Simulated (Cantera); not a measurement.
A closed system holds: 1 mol PbO, 7.4 mol C, 2.1 mol CO, at 1.00 bar.

Method: chemical equilibrium by Gibbs-energy minimisation in Cantera with the NASA 1993 tables (ideal gas, pure condensed phases). Candidate condensed phases: C, Pb, PbO, PbO2, Pb3O4; 15 gas species. Kinetics and transport are ignored. All values below are at 1350 K.

Base state: CO 0.992, Pb 0.00489, CO2 0.00287 (mole fractions); condensed: C(graphite) + Pb(l).

Q: What changes in the equilibrium state with this change: pressure from 1.00 bar to 13.3 mbar?

A: 
| species | before | after |
|---|---|---|
| CO | 0.992 | 0.756 |
| Pb | 0.00489 | 0.244 |
| Pb2 | 7.05e-7 | 2.33e-5 |
| CO2 | 0.00287 | 2.22e-5 |
| C(graphite), mol | 6.41 | 6.40 |
| Pb(l), mol | 0.985 | 0 |
